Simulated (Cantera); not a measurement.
What does this Cantera script print?

```python
import numpy as np
import cantera as ct

gas = ct.Solution("gri30.yaml")
gas.TPX = 300, 61000, {'CH3OH': 1, 'O2': 1.15, 'N2': 4.34}
flame = ct.FreeFlame(gas, width=0.057)
flame.set_refine_criteria(ratio=3, slope=0.08, curve=0.16)
flame.transport_model = "unity-Lewis-number"
flame.solve(loglevel=0, auto=True)
z, T = flame.grid, flame.T
thick = (T[-1] - T[0]) / np.gradient(T, z).max()
show = ['CH3OH', 'O2', 'C2H6', 'HCN', 'CH3', 'O']
print(f"laminar burning velocity  {flame.velocity[0] * 100:.3f} cm/s")
print(f"burnt temperature         {T[-1]:.1f} K")
print(f"thermal thickness         {thick * 1e3:.4f} mm")
print(f"grid points               {len(z)}")
z0 = z[flame.heat_release_rate.argmax()]
print(f"{'z/mm':>9s}{'T/K':>9s}{'u/(m/s)':>9s}" + "".join(f"{s:>11s}" for s in show))
rows = []
for k in (-3, -2, -1.5, -1, -0.5, -0.25, 0, 0.25, 0.5, 1, 2, 4, 8):
    zz = z0 + k * thick
    rows.append([k * thick, np.interp(zz, z, T), np.interp(zz, z, flame.velocity),
                 *(np.interp(zz, z, flame.X[gas.species_index(s)]) for s in show)])
    print(f"{rows[-1][0] * 1e3:9.3f}{rows[-1][1]:9.1f}{rows[-1][2]:9.3f}" + "".join(f"{x:11.3e}" for x in rows[-1][3:]))
```

It prints:

```
laminar burning velocity  32.504 cm/s
burnt temperature         2075.3 K
thermal thickness         0.6698 mm
grid points               129
     z/mm      T/K  u/(m/s)      CH3OH         O2       C2H6        HCN        CH3          O
   -2.009    300.5    0.326  1.540e-01  1.771e-01  6.192e-10  2.339e-10  1.301e-13  4.822e-20
   -1.340    305.3    0.331  1.535e-01  1.767e-01  6.432e-09  2.430e-09  1.314e-13  6.391e-18
   -1.005    319.0    0.346  1.521e-01  1.753e-01  2.292e-08  8.658e-09  5.569e-13  6.894e-17
   -0.670    409.1    0.448  1.423e-01  1.663e-01  1.331e-07  5.027e-08  5.865e-11  3.896e-14
   -0.335    852.9    0.979  9.100e-02  1.183e-01  7.151e-07  2.701e-07  2.194e-07  8.811e-10
   -0.167   1245.5    1.497  4.390e-02  7.418e-02  1.244e-06  4.723e-07  1.292e-05  1.146e-06
    0.000   1645.7    2.067  2.997e-03  3.077e-02  9.684e-07  7.023e-07  2.722e-04  4.941e-04
    0.167   1762.7    2.217  1.272e-06  1.178e-02  3.871e-09  4.917e-07  1.473e-05  2.449e-03
    0.335   1808.9    2.268  2.239e-09  7.180e-03  2.605e-12  2.209e-07  3.616e-07  2.604e-03
    0.670   1868.0    2.331  3.617e-12  4.794e-03  4.500e-17  4.965e-08  7.434e-10  1.992e-03
    1.340   1932.8    2.399  1.929e-15  3.041e-03  1.422e-22  4.470e-09  1.356e-13  1.231e-03
    2.679   1992.0    2.461  1.455e-15  1.586e-03  6.654e-27  1.613e-10  6.036e-14  6.059e-04
    5.358   2035.1    2.505  1.327e-15  6.513e-04  3.922e-27  1.903e-11  4.374e-14  2.383e-04
```

Cantera simulation using GRI-Mech 3.0 (53 species, 325 reactions); the numbers are that mechanism's predictions, not measurements. GRI-Mech 3.0 was tuned for natural gas; its chemistry of methanol as a main component is partial and can be far from experiment. Unity Lewis numbers drop preferential diffusion, which matters most where H2 and H carry the flame. Burning velocities carry a grid error of a few per cent, more on coarse grids.
